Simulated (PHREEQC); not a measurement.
Dissolve 7.2e-05 mol/kgw Ag2SO4, 0.00029 mol/kgw HBF4 and 2.2e-05 mol/kgw Na2SO4 at 20 °C. Closed to the air; pH follows from the charge balance.

Equilibrium calculation in PHREEQC: ion-association model, wateq4f.dat.

The pH is 3.21 and the ionic strength comes out as 0.000909 mol/kgw. The total alkalinity is -1.16 meq/kg.

```
species    molality  activity   log γ
---------  --------  --------  ------
H+         0.000632  0.000612  -0.014
F-         0.000629  0.000608  -0.015
HF         0.000510  0.000510   0.000
H3BO3      0.000284  0.000284   0.000
Ag+        0.000144  0.000139  -0.015
SO4-2       8.95e-5   7.82e-5  -0.058
Na+         4.40e-5   4.25e-5  -0.015
HSO4-       4.33e-6   4.18e-6  -0.015
BF2(OH)2-   2.71e-6   2.62e-6  -0.015
BF4-        1.85e-6   1.79e-6  -0.015
```

This is a speciation only: nothing precipitates in the calculation. Species that the database lacks are ignored. Real BF4- forms and hydrolyses slowly; the run takes it at equilibrium.
